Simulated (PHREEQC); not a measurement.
A solution holds 0.05 mol/kgw HF, 0.15 mol/kgw CsF and 0.079 mol/kgw H2SO4, at 25 °C. Closed to the air; pH follows from the charge balance.

The numbers come from PHREEQC with the ion-association model, wateq4f.dat.

```csv
quantity,before,after
pH,2.10,1.97
ionic strength (mol/kgw),0.221,0.225
HF (mol/kgw),0.109,0.112
SO4-2 (mol/kgw),0.0609,0.0617
H2F2 (mol/kgw),0.0325,0.0343
HSO4- (mol/kgw),0.0181,0.0252
```

Problem. Which change was made?
(A) CsF from 0.15 to 0.3 mol/kgw
(B) H2SO4 from 0.079 to 0.0869 mol/kgw
(C) HF from 0.05 to 0.5 mol/kgw
(D) HF left out
(E) CsF from 0.15 to 0.75 mol/kgw

Solution. B, H2SO4 from 0.079 to 0.0869 mol/kgw

Precipitation was switched off in this run. wateq4f.dat counts part of the HF as a dimer, H2F2, which phreeqc.dat doesn't know; its constant is uncertain.
